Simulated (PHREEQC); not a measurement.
0.023 g of hydrous ferric oxide (600 m²/g; 0.2 weak and 0.005 strong sites per Fe, Dzombak-Morel constants, diffuse double layer) in 1 kg of water with 0.005 mol/kgw of an inert sodium salt, at 25 °C; the pH is set by adding NaOH or the inert anion's acid. Oxygen alone is held at its pressure in air (log pO2 = -0.68). CO2 from the air is kept out. Precipitation was switched off in this run.

Base run: PHREEQC, ion-association model, wateq4f.dat. Each further column changes one thing. The table gives surface charge σ (C/m²).

```csv
pH,base,background salt from 0.005 to 0.0005 mol/kgw,oxide from 0.023 to 0.11 g/kgw,6.5e-05 mol/kgw ZnCl2 added
3,0.302,0.238,0.303,0.303
3.5,0.242,0.152,0.243,0.244
4,0.182,0.096,0.183,0.184
4.5,0.131,0.061,0.131,0.132
5,0.090,0.038,0.090,0.091
5.5,0.059,0.023,0.060,0.061
6,0.037,0.014,0.038,0.040
6.5,0.023,0.008,0.023,0.025
7,0.013,0.004,0.013,0.019
7.5,0.006,0.002,0.006,0.017
8,0.001,0.000,0.001,0.015
8.5,-0.004,-0.001,-0.004,0.013
9,-0.009,-0.003,-0.009,0.007
```

The oxide is taken as insoluble; below pH 4 it would dissolve.
